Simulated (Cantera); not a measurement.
Feed: 1 mol SiHCl₃, a varied amount of C₂H₂, 1.6 mol H₂, held at 2348 K and 13300 Pa.

Equilibrium computed with Cantera from the NASA thermochemical tables; the gas is ideal and each condensed phase is pure. Candidate condensed phases: C, C₆H₆, C₇H₈, C₈H₁₈, Si, SiC; 109 gas species. Gases not in the tables: Si₂H₆ and higher silanes. The numbers say what is thermodynamically allowed, not how fast it happens.

Q: What share of the Si ends up in condensed phases as a function of n(C₂H₂) (mol), at 0.12, 0.22, 0.33, 0.43, 0.54, 0.64, 0.75, 0.85, 0.96, 1.1, 1.2, 1.3?

A: 
| n(C₂H₂) (mol) | Si condensed (%) | as |
|---|---|---|
| 0.12 | 23.3 | SiC(s) |
| 0.22 | 38.7 | SiC(s) |
| 0.33 | 40.2 | SiC(s) |
| 0.43 | 41.5 | SiC(s) |
| 0.54 | 42.9 | SiC(s) |
| 0.64 | 44.1 | SiC(s) |
| 0.75 | 45.3 | SiC(s) |
| 0.85 | 46.4 | SiC(s) |
| 0.96 | 47.6 | SiC(s) |
| 1.1 | 49.0 | SiC(s) |
| 1.2 | 49.9 | SiC(s) |
| 1.3 | 50.8 | SiC(s) |
